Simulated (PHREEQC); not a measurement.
A made-up water analysis in mg/kgw, 25 °C, pH 7.27, pe 9.5:

```tsv
constituent	mg/kgw
Na	147
K	206
Ca	30
Mg	6.28
Cl	20.7
S(6) as SO4	105
Alkalinity as HCO3	644
Sr	0.288
B	0.0882
Si as SiO2	0.169
```

Valence states are taken as typed.

Model: ion-association model, phreeqc.dat, run in PHREEQC.

Precipitation was switched off in this run.

Predict the specific conductance, charge-balance error.

specific conductance 1330 µS/cm; charge-balance error 1.4 %.

In which forms is S present?

SO4-2 90 %, CaSO4 4.0 %, KSO4- 2.0 %, MgSO4 1.8 %, NaSO4- 1.8 % of the S.

Complexes and solids missing from the database can't appear.
